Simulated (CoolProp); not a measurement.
Vapour-liquid equilibrium of R125 (1) + propane (2) at -46.35 °C; x and y are mole fractions of (1).

Model: multi-fluid Helmholtz-energy mixture model, Lemmon 2005 and Lemmon 2009; pair parameters Bell 2016, in CoolProp.

| x | bubble pressure (MPa) | y at the bubble point | dew pressure at overall composition x (MPa) | liquid density (mol/L) |
|---|---|---|---|---|
| 0.05 | 0.1083 | 0.255 | 0.08768 | 13.19 |
| 0.125 | 0.1308 | 0.414 | 0.09432 | 13.06 |
| 0.2 | 0.1427 | 0.484 | 0.1020 | 12.94 |
| 0.275 | 0.1487 | 0.520 | 0.1108 | 12.83 |
| 0.35 | 0.1515 | 0.541 | 0.1210 | 12.74 |
| 0.425 | 0.1529 | 0.554 | 0.1327 | 12.66 |
| 0.5 | 0.1535 | 0.563 | 0.1454 | 12.59 |
| 0.575 | 0.1537 | 0.573 | 0.1537 | 12.55 |
| 0.65 | 0.1534 | 0.587 | 0.1481 | 12.51 |
| 0.725 | 0.1520 | 0.609 | 0.1395 | 12.50 |
| 0.8 | 0.1485 | 0.646 | 0.1307 | 12.50 |
| 0.875 | 0.1411 | 0.711 | 0.1224 | 12.51 |
| 0.95 | 0.1265 | 0.838 | 0.1149 | 12.53 |

y crosses x between x = 0.5 and 0.575: the model has an azeotrope there.

The pair parameters rest on a limited set of measurements; away from them the model extrapolates. With so large a gap from Raoult's law the liquid may split in two, which this calculation doesn't test in full.
